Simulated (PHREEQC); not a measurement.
Model water analysis in mmol/kgw, 69 °C, pH 6.2:

```json
[
 {"constituent": "Na", "mmol/kgw": "28.5"},
 {"constituent": "K", "mmol/kgw": "4.1"},
 {"constituent": "Ca", "mmol/kgw": "2.02"},
 {"constituent": "Mg", "mmol/kgw": "41.9"},
 {"constituent": "Cl", "mmol/kgw": "105"},
 {"constituent": "S(6)", "mmol/kgw": "6.66"},
 {"constituent": "Alkalinity (meq/kgw)", "mmol/kgw": "0.0149"}
]
```

Cl is adjusted to close the charge balance.
Valence states are taken as typed.

Computed with PHREEQC (Pitzer model, pitzer.dat).

Question: The ionic strength comes out as 0.171 mol/kgw. What activity coefficients do K+, Mg+2, Na+, Ca+2, HCO3- get?

Answer: K+ 0.73, Mg+2 0.30, Na+ 0.74, Ca+2 0.27, HCO3- 0.68. Single-ion values are on the MacInnes scale.

Precipitation was switched off in this run. Complexes and solids missing from the database can't appear. At this temperature some constants are extrapolated from 25 °C, and those without enthalpy data are left unchanged.
